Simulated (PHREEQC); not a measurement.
A solution holds 0.0028 mol/kgw HNO3, 0.014 mol/kgw ZnSO4 and 0.07 mol/kgw KCl, at 25 °C. Closed to the air; pH follows from the charge balance.

Model: ion-association model, wateq4f.dat, run in PHREEQC.

No solid was allowed to form.

Question: Order these Zn species by the share of Zn that they hold, largest first: Zn(SO4)2-2, ZnSO4, ZnCl2, Zn+2, ZnCl+.

Answer: Zn+2 (73 %), ZnSO4 (20 %), ZnCl+ (5.2 %), Zn(SO4)2-2 (1.4 %), ZnCl2 (0.21 %)

Question: Order these S species by the share of S that they hold, largest first: HSO4-, Zn(SO4)2-2, ZnSO4, KSO4-, SO4-2.

Answer: SO4-2 (62 %), ZnSO4 (20 %), KSO4- (10 %), HSO4- (4.9 %), Zn(SO4)2-2 (2.9 %)

The pH is 2.76 and the ionic strength 0.111 mol/kgw.
